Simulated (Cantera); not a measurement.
An isothermal, constant-pressure homogeneous reactor starts with NH3 : N2 = 1 : 5.5 (molar parts), at 1675 K and 1.00 atm. Integrator tolerance rtol = 1e-08.

Model: the gas-phase N/H chemistry of the illustrative SiF4/NH3 mechanism in the Surface Chemkin manual (1991), integrated in Cantera. Walls and surfaces, which speed up NH3 decomposition in real reactors, are not modelled.

Problem. What does this change do: pressure from 1.00 atm to 0.0385 atm?

Solution. 
```csv
quantity,before,after
x(NH3) at 60.0 s,0.00215 (gas-phase equilibrium 3.10e-6),0.0145 (gas-phase equilibrium 1.19e-7)
x(NH2) at 60.0 s,1.38e-6 (gas-phase equilibrium 2.01e-9),1.72e-5 (gas-phase equilibrium 3.94e-10)
x(H2) at 60.0 s,0.197 (gas-phase equilibrium 0.200),0.181 (gas-phase equilibrium 0.200)
x(N2) at 60.0 s,0.801 (gas-phase equilibrium 0.800),0.804 (gas-phase equilibrium 0.800)
x(H) at 60.0 s,5.05e-5 (gas-phase equilibrium 5.19e-5),8.58e-5 (gas-phase equilibrium 0.000265)
```
